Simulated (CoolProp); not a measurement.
Vapour-liquid equilibrium of ethanol (1) + p-xylene (2) at 429.4 K; x and y are mole fractions of (1).

The numbers come from the multi-fluid Helmholtz-energy mixture model, Schroeder 2014 and Zhou 2012; pair parameters Bell 2016 in CoolProp.

```csv
x,bubble pressure (MPa),y at the bubble point,dew pressure at overall composition x (MPa),liquid density (mol/L)
0.05,0.3295,0.512,0.1686,7.071
0.125,0.5052,0.685,0.1834,7.313
0.2,0.6169,0.746,0.2008,7.580
0.275,0.6906,0.778,0.2219,7.877
0.35,0.7431,0.799,0.2476,8.208
0.425,0.7856,0.816,0.2800,8.581
0.5,0.8246,0.831,0.3219,9.002
0.575,0.8640,0.848,0.3781,9.481
0.65,0.9060,0.868,0.4573,10.03
0.725,0.9516,0.890,0.5744,10.65
0.8,1.001,0.916,0.7460,11.37
0.875,1.054,0.946,0.9212,12.20
0.95,1.110,0.978,1.062,13.16
```

No azeotrope shows between x = 0.05 and 0.95.

Pair parameters are fitted to limited data, so mixtures are less certain than the pure fluids. With so large a gap from Raoult's law the liquid may split in two, which this calculation doesn't test in full.
